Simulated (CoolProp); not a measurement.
A simple Rankine cycle with sulfur dioxide: condensing at 305.15 K, boiler at 3.57 MPa, turbine inlet 400.7 K, turbine efficiency 0.7, pump efficiency 0.6, no recuperator. Each further row changes one setting.

Values from CoolProp's reference Helmholtz-energy equation of state, Gao 2016.

```json
[
 {"case": "as stated", "thermal efficiency (%)": "(withheld)", "net work (kJ/kg)": "44.9", "heat in (kJ/kg)": "372", "turbine exit temperature (K)": "305.1", "volume ratio over the turbine": "(withheld)"},
 {"case": "turbine inlet 420.7 K", "thermal efficiency (%)": "12.4", "net work (kJ/kg)": "48.9", "heat in (kJ/kg)": "(withheld)", "turbine exit temperature (K)": "305.1", "volume ratio over the turbine": "(withheld)"},
 {"case": "condensing temperature 297.15 K", "thermal efficiency (%)": "(withheld)", "net work (kJ/kg)": "50.7", "heat in (kJ/kg)": "384", "turbine exit temperature (K)": "297.1", "volume ratio over the turbine": "8.10"},
 {"case": "boiler pressure 2.5 MPa", "thermal efficiency (%)": "10.6", "net work (kJ/kg)": "41.3", "heat in (kJ/kg)": "391", "turbine exit temperature (K)": "306.1", "volume ratio over the turbine": "(withheld)"},
 {"case": "turbine efficiency 0.6", "thermal efficiency (%)": "10.2", "net work (kJ/kg)": "38.0", "heat in (kJ/kg)": "372", "turbine exit temperature (K)": "305.1", "volume ratio over the turbine": "6.49"}
]
```

### Question
Complete the blanks.

### Answer

- as stated, thermal efficiency (%): 12.1
- as stated, volume ratio over the turbine: 6.36
- turbine inlet 420.7 K, heat in (kJ/kg): 394
- turbine inlet 420.7 K, volume ratio over the turbine: 5.97
- condensing temperature 297.15 K, thermal efficiency (%): 13.2
- boiler pressure 2.5 MPa, volume ratio over the turbine: 4.26

The expansion ends wet for: as stated; turbine inlet 420.7 K; condensing temperature 297.15 K; turbine efficiency 0.6.
